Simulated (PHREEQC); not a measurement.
Solution (25 °C): 0.011 mol/kgw K2HPO4. Closed to the air; pH follows from the charge balance.

Computed with PHREEQC (ion-association model, phreeqc.dat).

```
quantity                  before   after
------------------------  ------  ------
pH                          9.32    8.84
ionic strength (mol/kgw)  0.0325  0.0325
```

Task: Name the change that produced these shifts.
A. K2HPO4 from 0.011 to 0.11 mol/kgw
B. diluted 10-fold with water
C. temperature from 25 to 30 °C
D. temperature from 25 to 65 °C
E. K2HPO4 from 0.011 to 0.0165 mol/kgw

Result: D, temperature from 25 to 65 °C

Precipitation was switched off in this run. Away from 25 °C the constants follow the database's enthalpies or fits; those with neither stay at their 25 °C values.
